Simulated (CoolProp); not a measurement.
Vapour pressure (MPa) of C3F8 (R218): the reference equation beside estimates from Tc = 71.9 °C, pc = 2.640 MPa, ω = 0.317.

Model: reference Helmholtz-energy equation of state, Lemmon 2006, in CoolProp. It is a short technical equation, of lower accuracy than the large ones.

| T (°C) | reference | van der Waals | Peng-Robinson |
|---|---|---|---|
| -46.25 | 0.06466 | 0.3819 | 0.06478 |
| -33.85 | 0.1155 | 0.5049 | 0.1152 |
| -21.35 | 0.1939 | 0.6525 | 0.1930 |
| -8.95 | 0.3066 | 0.8241 | 0.3052 |
| 3.45 | 0.4629 | 1.022 | 0.4618 |
| 15.85 | 0.6725 | 1.248 | 0.6728 |
| 28.35 | 0.9484 | 1.504 | 0.9523 |
| 40.75 | 1.298 | 1.789 | 1.308 |

Absolute difference from the reference over all 8 rows, mean and median: van der Waals 192.0 and 144.8 %, Peng-Robinson 0.4 and 0.3 %.
